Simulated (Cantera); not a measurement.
**Equilibrium for oxide etching and cleaning by halides: CuO + HF + O₂**

A closed system holds: 1 mol CuO, 2.5 mol HF, 6.2 mol O₂, held at 0.133 bar.

Equilibrium computed with Cantera from the NASA thermochemical tables; the gas is ideal and each condensed phase is pure. Candidate condensed phases: Cu, CuF₂, CuO, Cu(OH)₂, Cu₂O, H₂O; 27 gas species. The numbers say what is thermodynamically allowed, not how fast it happens.

From 925 K to 975 K the condensed part is CuF₂(s) + CuO(s). From 1000 K to 1250 K the condensed part is CuO(s). The main Cu-bearing gas is CuF₂ at 925 K and CuF at 1250 K.

| T (K) | log p O₂ | log p HF | log p H₂O | log p CuF | log p CuF₂ | n CuF₂(s) | n CuO(s) |
|---|---|---|---|---|---|---|---|
| 925 | -1.02 | -1.42 | -4.72 | -7.72 | -6.00 | 0.00118 | 0.999 |
| 950 | -1.02 | -1.42 | -4.83 | -7.24 | -5.62 | 0.000808 | 0.999 |
| 975 | -1.02 | -1.42 | -4.93 | -6.79 | -5.26 | 0.000397 | 0.999 |
| 1000 | -1.02 | -1.42 | -4.97 | -6.39 | -4.98 | 0 | 0.999 |
| 1025 | -1.02 | -1.42 | -4.86 | -6.09 | -4.87 | 0 | 0.999 |
| 1050 | -1.02 | -1.42 | -4.74 | -5.81 | -4.76 | 0 | 0.999 |
| 1075 | -1.02 | -1.42 | -4.64 | -5.53 | -4.66 | 0 | 0.998 |
| 1100 | -1.02 | -1.42 | -4.53 | -5.28 | -4.57 | 0 | 0.998 |
| 1125 | -1.02 | -1.42 | -4.43 | -5.03 | -4.49 | 0 | 0.997 |
| 1150 | -1.02 | -1.42 | -4.33 | -4.80 | -4.41 | 0 | 0.996 |
| 1175 | -1.02 | -1.42 | -4.23 | -4.58 | -4.34 | 0 | 0.995 |
| 1200 | -1.02 | -1.42 | -4.13 | -4.37 | -4.28 | 0 | 0.994 |
| 1225 | -1.02 | -1.42 | -4.03 | -4.17 | -4.22 | 0 | 0.992 |
| 1250 | -1.02 | -1.42 | -3.93 | -3.99 | -4.18 | 0 | 0.989 |
log p: log10 of the partial pressure in bar; n: condensed amount in mol.
